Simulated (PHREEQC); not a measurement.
## Brine (model solution)

Make-up at 25 °C: 0.62 mol KCl, 1.3 mol MgSO4 and 1.2 mol NaCl per kg of water. Closed to the air; pH follows from the charge balance.

Computed with PHREEQC (Pitzer model, pitzer.dat).

- ionic strength: 7.02 mol/kgw
- activity of water: 0.895
- density: 1.198 g/cm³
- osmotic coefficient: 0.989

```
species  molality  activity   log γ
-------  --------  --------  ------
Cl-          1.82      1.16  -0.196
Mg+2         1.30     0.611  -0.328
SO4-2        1.30    0.0134  -1.987
Na+          1.20      1.09  -0.040
K+          0.620     0.370  -0.224
MgOH+     2.05e-6   1.03e-6  -0.299
HSO4-     1.68e-6   1.05e-6  -0.202
H+        4.36e-7   8.26e-7   0.278
OH-       6.91e-8   1.10e-8  -0.800
```

Precipitation was switched off in this run.
